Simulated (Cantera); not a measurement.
A closed system holds: 1 mol B2H6, 1.6 mol O2, 24 mol H2, equilibrated at 1750 K and 36.0 Pa.

Equilibrium computed with Cantera from the NASA thermochemical tables; the gas is ideal and each condensed phase is pure. Candidate condensed phases: B, B2O3, B3O3H3, H2O; 23 gas species. The feed counts by its element totals alone. Kinetics and transport are ignored.

### Question
What is the equilibrium state?

### Answer
- x(H2): 0.927
- x(HBO2): 0.0262
- x(HBO): 0.0140
- x(B2O3): 0.0128
- x(H): 0.0118
- x(H2O): 0.00357
- x(BO): 0.00336
- x(B2O2): 0.000885
- x(BO2): 2.38e-5
- gas amount: 28.21 mol
- log10 activity of B(s) (absent): -3.78
- log10 activity of B3O3H3(s) (absent): -17.69
